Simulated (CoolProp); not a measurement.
Decamethylcyclopentasiloxane (D5) at several states: density (kg/m³) from the reference equation and from simpler models built on Tc = 618.3 K, pc = 1078 kPa, ω = 0.631; each cubic takes its own stable root.

Values from CoolProp's reference Helmholtz-energy equation of state, Thol 2019.

| T (K) | p (kPa) | phase | reference |
|---|---|---|---|
| 261.4 | 78.4 | liquid | 993.4 |
| 616.7 | 112 | gas | 8.422 |
| 522.3 | 1950 | liquid | 705.2 |
| 403.5 | 57.9 | liquid | 840.2 |

Problem. How far does each simpler model (van der Waals, Redlich-Kwong, Soave-Redlich-Kwong, Peng-Robinson) lie from the reference over these 4 states: mean and median of the absolute difference, and the worst?

Solution. 
- van der Waals: mean 46.7 %, median 43.4 %, worst -99.2 % at 403.5 K and 57.9 kPa
- Redlich-Kwong: mean 14.8 %, median 19.3 %, worst -20.4 % at 261.4 K and 78.4 kPa
- Soave-Redlich-Kwong: mean 10.5 %, median 12.4 %, worst -17.0 % at 261.4 K and 78.4 kPa
- Peng-Robinson: mean 2.4 %, median 1.3 %, worst -7.0 % at 261.4 K and 78.4 kPa

At some of these states van der Waals gives the other phase, because its saturation line lies elsewhere.
